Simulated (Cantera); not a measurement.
A perfectly stirred reactor is fed with 17.8 % CH4, 82.2 % N2, at 10.00 Torr; it is held at 1425 K, and followed from long to short residence time.

Detailed kinetics in Cantera: GRI-Mech 3.0 (53 species, 325 reactions). GRI-Mech 3.0 stops at C3 and has no aromatics, soot or wall deposition, so with more carbon than oxygen in the feed, carbon stays in small species such as C2H2 where larger ones or solid carbon would form. Radical loss at walls, strong at low pressure, is not modelled.

**Question.** Predict: x(CH4) at τ = 2.90 s; x(H) at τ = 2.90 s; x(CH3) at τ = 2.90 s; x(CH4) at τ = 62.0 ms; x(H) at τ = 62.0 ms; x(CH3) at τ = 62.0 ms.

**Answer.** 
- x(CH4) at τ = 2.90 s: 0.166
- x(H) at τ = 2.90 s: 1.01e-6
- x(CH3) at τ = 2.90 s: 0.000210
- x(CH4) at τ = 62.0 ms: 0.178
- x(H) at τ = 62.0 ms: 6.83e-9
- x(CH3) at τ = 62.0 ms: 2.43e-5
